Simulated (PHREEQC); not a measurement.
Model water analysis in mg/kgw, 25 °C, pH 7.16, pe 8.3: Na 9.66; K 2.67; Ca 57.4; Mg 65.3; Cl 33.4; S(6) as SO4 82.8; Alkalinity as HCO3 364; O(0) (dissolved oxygen) 7.38; Sr 3.17; Cd 15.7.

Valence states are taken as typed.

Model: ion-association model, phreeqc.dat, run in PHREEQC.

The ionic strength comes out as 0.0127 mol/kgw, the specific conductance is 782 µS/cm and the charge-balance error is 2.7 %.

| species | molality | activity | log γ |
|---|---|---|---|
| HCO3- | 0.00575 | 0.00515 | -0.048 |
| Mg+2 | 0.00242 | 0.00157 | -0.189 |
| Ca+2 | 0.00130 | 0.000839 | -0.192 |
| Cl- | 0.000936 | 0.000833 | -0.050 |
| CO2 | 0.000799 | 0.000801 | 0.001 |
| SO4-2 | 0.000640 | 0.000409 | -0.195 |
| Na+ | 0.000418 | 0.000374 | -0.049 |
| O2 | 0.000231 | 0.000231 | 0.001 |
| MgSO4 | 0.000150 | 0.000150 | 0.001 |
| Cd+2 | 0.000112 | 7.07e-5 | -0.199 |
| MgHCO3+ | 0.000106 | 9.46e-5 | -0.050 |

This is a speciation only: nothing precipitates in the calculation. The solution is supersaturated, for example in Otavite, so a real one may precipitate; this is no full list. Species that the database lacks are ignored.
